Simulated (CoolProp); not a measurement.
Vapour pressure (bar) of octamethyltrisiloxane (MDM): the reference equation beside estimates from Tc = 565.4 K, pc = 14.38 bar, ω = 0.528.

The numbers come from the reference Helmholtz-energy equation of state, Thol 2017 in CoolProp.

```csv
T (K),reference,Lee-Kesler,Peng-Robinson
272,0.0007287,0.0008327,0.0009977
282.7,0.001691,0.001869,[?]
293.4,0.003635,0.003910,0.004466
304.1,0.007300,0.007686,0.008602
314.8,0.01381,0.01429,[?]
325.6,0.02488,0.02542,[?]
336.3,0.04251,0.04302,0.04583
347,0.06960,0.06993,0.07356
357.7,0.1097,0.1097,0.1141
368.4,0.1672,0.1665,0.1715
379.1,0.2470,[?],0.2508
389.8,0.3551,0.3523,0.3576
```

Problem. Some entries are withheld; supply them.

Solution. 
- 282.7, Peng-Robinson: 0.002183
- 314.8, Peng-Robinson: 0.01571
- 325.6, Peng-Robinson: 0.02748
- 379.1, Lee-Kesler: 0.2454

Absolute difference from the reference over all 12 rows, mean and median: Lee-Kesler 3.9 and 1.7 %, Peng-Robinson 12.8 and 9.1 %.
